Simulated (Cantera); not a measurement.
What does this Cantera script print?

```python
import numpy as np
import cantera as ct

gas = ct.Solution("gri30.yaml")
gas.TPX = 800, 47000, {'H2': 1, 'O2': 1, 'N2': 2.3}
reactor = ct.IdealGasConstPressureReactor(gas, energy="off", clone=False)
net = ct.ReactorNet([reactor])
net.rtol, net.atol = 1e-08, 1e-18
show = ['H2', 'O2', 'N2O', 'NO', 'OH', 'HO2', 'H2O2']
times = np.geomspace(4e-05, 60, 13)

steps = ct.SolutionArray(gas, extra=["t"])
rows = []
print(f"{'t/s':>10s}{'T/K':>9s}{'P/Pa':>11s}" + "".join(f"{s:>11s}" for s in show))
for t in times:
    while net.time < t:
        t_next = net.step()
        steps.append(gas.state, t=t_next)
    rows.append([np.interp(t, steps.t, y) for y in (steps.T, steps.P, *steps(*show).X.T)])
    print(f"{t:10.3e}{rows[-1][0]:9.1f}{rows[-1][1]:11.4g}" + "".join(f"{x:11.3e}" for x in rows[-1][2:]))
rate = np.gradient(steps.T, steps.t)
print("integrator steps:", len(steps.t))
if steps.T.max() > steps.T[0] + 200:
    print(f"time of steepest temperature rise: {steps.t[rate.argmax()]:.4e} s")
gas.TPX = 800, 47000, {'H2': 1, 'O2': 1, 'N2': 2.3}
gas.equilibrate("TP")
print(f"equilibrium (TP): T = {gas.T:.1f} K  " + "  ".join(f"{s} {gas[s].X[0]:.3e}" for s in show))
```

Output:

```
       t/s      T/K       P/Pa         H2         O2        N2O         NO         OH        HO2       H2O2
 4.000e-05    800.0    4.7e+04  2.326e-01  2.326e-01  2.048e-21  7.322e-30  5.609e-15  1.374e-12  1.019e-16
 1.308e-04    800.0    4.7e+04  2.326e-01  2.326e-01  1.418e-20  8.128e-29  7.431e-15  5.469e-12  1.367e-15
 4.280e-04    800.0    4.7e+04  2.326e-01  2.326e-01  5.814e-20  3.882e-28  7.511e-15  1.925e-11  1.644e-14
 1.400e-03    800.0    4.7e+04  2.326e-01  2.326e-01  2.083e-19  1.414e-27  7.583e-15  6.437e-11  1.832e-13
 4.579e-03    800.0    4.7e+04  2.326e-01  2.326e-01  7.676e-19  4.905e-27  7.818e-15  2.125e-10  2.008e-12
 1.498e-02    800.0    4.7e+04  2.326e-01  2.326e-01  3.328e-18  1.783e-26  8.603e-15  7.022e-10  2.170e-11
 4.899e-02    800.0    4.7e+04  2.326e-01  2.326e-01  1.963e-17  7.895e-26  1.136e-14  2.362e-09  2.344e-10
 1.602e-01    800.0    4.7e+04  2.326e-01  2.326e-01  1.659e-16  6.060e-25  2.258e-14  8.506e-09  2.656e-09
 5.241e-01    800.0    4.7e+04  2.326e-01  2.326e-01  2.023e-15  1.431e-23  9.312e-14  3.992e-08  3.583e-08
 1.714e+00    800.0    4.7e+04  2.326e-01  2.326e-01  4.534e-14  9.540e-22  1.077e-12  3.161e-07  8.946e-07
 5.608e+00    800.0    4.7e+04  2.325e-01  2.325e-01  8.121e-13  2.141e-20  1.349e-11  1.247e-06  1.786e-05
 1.834e+01    800.0    4.7e+04  2.313e-01  2.319e-01  1.435e-11  4.918e-18  2.111e-10  4.774e-06  2.976e-04
 6.000e+01    800.0    4.7e+04  2.042e-01  2.197e-01  2.053e-10  5.755e-16  9.531e-10  9.172e-06  1.140e-03
integrator steps: 564
equilibrium (TP): T = 800.0 K  H2 5.520e-14  O2 1.316e-01  N2O 9.026e-11  NO 1.398e-06  OH 1.526e-09  HO2 1.618e-11  H2O2 7.590e-12
```

Computed with Cantera and GRI-Mech 3.0 (53 species, 325 reactions). Below about 950 K walls govern HO2 and H2O2 in real vessels. The temperature is held fixed by assumption; the heat of reaction is taken as removed at once.
